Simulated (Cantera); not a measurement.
An adiabatic, constant-volume homogeneous reactor starts with C₂H₄ : O₂ : N₂ : CO₂ = 1 : 4.11 : 15.5 : 1.2 (molar parts), at 1425 K and 6830 Torr. Integrator tolerance rtol = 1e-08.

Model: GRI-Mech 3.0 (53 species, 325 reactions), integrated in Cantera. GRI-Mech 3.0 was tuned for natural gas; its chemistry of ethylene as a main component is partial and can be far from experiment.

What does this change do: 0.13 parts H2 added?


```csv
quantity,before,after
time of steepest temperature rise,12.9 µs,9.28 µs
temperature at 0.300 s,2885 K,2899 K
equilibrium temperature,2885 K,2899 K
x(C₂H₄) at 0.300 s,<1e-12 (gas-phase equilibrium <1e-12),<1e-12 (gas-phase equilibrium <1e-12)
x(O₂) at 0.300 s,0.0500 (gas-phase equilibrium 0.0500),0.0477 (gas-phase equilibrium 0.0477)
x(CO₂) at 0.300 s,0.118 (gas-phase equilibrium 0.118),0.115 (gas-phase equilibrium 0.115)
x(OH) at 0.300 s,0.0124 (gas-phase equilibrium 0.0124),0.0130 (gas-phase equilibrium 0.0130)
x(N₂O) at 0.300 s,4.30e-6 (gas-phase equilibrium 4.30e-6),4.27e-6 (gas-phase equilibrium 4.27e-6)
```
